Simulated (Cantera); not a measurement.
Equilibrium for halide evaporation, hydrolysis and transport: NaCl + H2

A closed system holds: 1 mol NaCl, 1.5 mol H2, at 383 Torr.

Method: chemical equilibrium by Gibbs-energy minimisation in Cantera with the NASA 1993 tables (ideal gas, pure condensed phases). Candidate condensed phases: Na, NaCl; 10 gas species. Rates play no part.

From 848 K to 1048 K the condensed part is NaCl(s). From 1098 K to 1298 K the condensed part is NaCl(l). The main Na-bearing gas is NaCl throughout.

| T (K) | x H2 | x NaCl | x Na2Cl2 | x HCl | x Na | x H | x NaH | x Na2 | n NaCl(s) | n NaCl(l) |
|---|---|---|---|---|---|---|---|---|---|---|
| 848 | 1.000 | 1.09e-6 | 2.82e-7 | 1.66e-8 | 1.65e-8 | 2.66e-11 | 2.30e-11 | <1e-12 | 1.000 | 0 |
| 898 | 1.000 | 6.17e-6 | 1.87e-6 | 8.53e-8 | 8.51e-8 | 1.53e-10 | 1.34e-10 | <1e-12 | 1.000 | 0 |
| 948 | 1.000 | 2.88e-5 | 9.98e-6 | 3.67e-7 | 3.67e-7 | 7.34e-10 | 6.47e-10 | <1e-12 | 1.000 | 0 |
| 998 | 1.000 | 0.000114 | 4.45e-5 | 1.36e-6 | 1.36e-6 | 3.01e-9 | 2.66e-9 | <1e-12 | 1.000 | 0 |
| 1048 | 0.999 | 0.000394 | 0.000170 | 4.44e-6 | 4.43e-6 | 1.08e-8 | 9.49e-9 | 3.10e-12 | 0.999 | 0 |
| 1098 | 0.998 | 0.00112 | 0.000492 | 1.25e-5 | 1.25e-5 | 3.46e-8 | 2.90e-8 | 1.66e-11 | 0 | 0.997 |
| 1148 | 0.996 | 0.00271 | 0.00111 | 3.09e-5 | 3.08e-5 | 1.00e-7 | 7.74e-8 | 7.11e-11 | 0 | 0.993 |
| 1198 | 0.992 | 0.00601 | 0.00232 | 7.05e-5 | 7.04e-5 | 2.65e-7 | 1.89e-7 | 2.67e-10 | 0 | 0.984 |
| 1248 | 0.983 | 0.0125 | 0.00452 | 0.000150 | 0.000150 | 6.48e-7 | 4.28e-7 | 8.92e-10 | 0 | 0.967 |
| 1298 | 0.967 | 0.0243 | 0.00826 | 0.000300 | 0.000299 | 1.48e-6 | 9.01e-7 | 2.69e-9 | 0 | 0.936 |
x: gas mole fraction; n: condensed amount in mol.
